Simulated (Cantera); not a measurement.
Input: 1 mol Si3N4, 6 mol O2, held at 1598 K and 0.133 bar.

Cantera equilibrium calculation (NASA polynomials, part measured and part estimated; ideal gas, pure solids and liquids). Candidate condensed phases: Si, SiO2, Si2N2O, Si3N4; 16 gas species. The tables hold silica as quartz up to 1696 K and as liquid above; real silica turns to tridymite and cristobalite and melts near 1996 K. Equilibrium is a limit: real reactors are often held back by kinetics, nucleation or transport.

Base state: O2 0.599, N2 0.399, NO 0.00231, O 3.00e-5 (mole fractions); condensed: SiO2(β-quartz).

Q: What changes in the equilibrium state with this change: O2 from 6 to 0.61 mol?

A: 
```json
[
 {"species": "N2", "before": "0.399", "after": "1.000"},
 {"species": "O2", "before": "0.599", "after": "<1e-9"},
 {"species": "NO", "before": "0.00231", "after": "<1e-9"},
 {"species": "O", "before": "3.00e-5", "after": "<1e-9"},
 {"species": "SiO2(β-quartz), mol", "before": "3.00", "after": "0"},
 {"species": "Si2N2O(s), mol", "before": "0", "after": "1.22"},
 {"species": "Si3N4(s), mol", "before": "0", "after": "0.187"}
]
```
Mutual solubility and eutectic melting of coexisting phases are not modelled.

Q: What changes in the equilibrium state with this change: temperature from 1598 K to 700 K?

A: 
```json
[
 {"species": "O2", "before": "0.599", "after": "0.600"},
 {"species": "N2", "before": "0.399", "after": "0.400"},
 {"species": "NO", "before": "0.00231", "after": "3.39e-7"},
 {"species": "O", "before": "3.00e-5", "after": "<1e-9"},
 {"species": "SiO2(β-quartz), mol", "before": "3.00", "after": "0"},
 {"species": "SiO2(α-quartz), mol", "before": "0", "after": "3.00"}
]
```
